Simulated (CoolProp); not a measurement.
n-pentane along the isotherm 245.45 °C: density (kg/m³) from the reference equation and from simpler models built on Tc = 196.5 °C, pc = 3.368 MPa, ω = 0.251; each cubic takes its own stable root.

Computed with CoolProp (reference Helmholtz-energy equation of state, Thol 2019).

```
p (MPa)  phase  reference  ideal gas  van der Waals  Redlich-Kwong
-------  -----  ---------  ---------  -------------  -------------
0.187      gas      3.172      3.129          3.170          3.174
0.374      gas      6.435      6.258          6.428          6.443
0.561      gas      9.794      9.387          9.778          9.814
0.748      gas      13.26      12.52          13.23          13.29
0.935      gas      16.83      15.64          16.79          16.89
1.12       gas      20.48      18.74          20.43          20.57
1.31       gas      24.36      21.92          24.30          24.49
1.5        gas      28.38      25.10          28.31          28.56
1.68       gas      32.34      28.11          32.27          32.57
```
